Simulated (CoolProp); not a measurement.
Saturation properties of R227EA.

Model: reference Helmholtz-energy equation of state, Lemmon 2016, in CoolProp.

| T (K) | p (kPa) | vapour Z | liquid conductivity (mW/(m K)) |
|---|---|---|---|
| 237 | 39.48 | 0.9746 | ___ |
| 246.7 | 64.08 | 0.9643 | 72.8 |
| 256.4 | 99.55 | 0.9514 | ___ |
| 266.1 | 148.9 | 0.9358 | ___ |
| 275.8 | 215.5 | ___ | 65.4 |
| 285.5 | 302.9 | 0.8954 | 62.9 |
| 295.2 | 415.1 | ___ | 60.4 |
| 304.9 | 556.2 | 0.8408 | 57.8 |
| 314.6 | 730.9 | ___ | 55.3 |
| 324.3 | 943.8 | 0.7688 | ___ |

Problem. Complete the blanks.

Solution. 
- 237, liquid conductivity (mW/(m K)): 75.1
- 256.4, liquid conductivity (mW/(m K)): 70.4
- 266.1, liquid conductivity (mW/(m K)): 67.9
- 275.8, vapour Z: 0.9172
- 295.2, vapour Z: 0.8700
- 314.6, vapour Z: 0.8073
- 324.3, liquid conductivity (mW/(m K)): 52.8

It boils at 256.8 K under 1 atm.

Thermal conductivity comes from a separate model (Huber 2003), an estimate that may be off by 10 % or more.
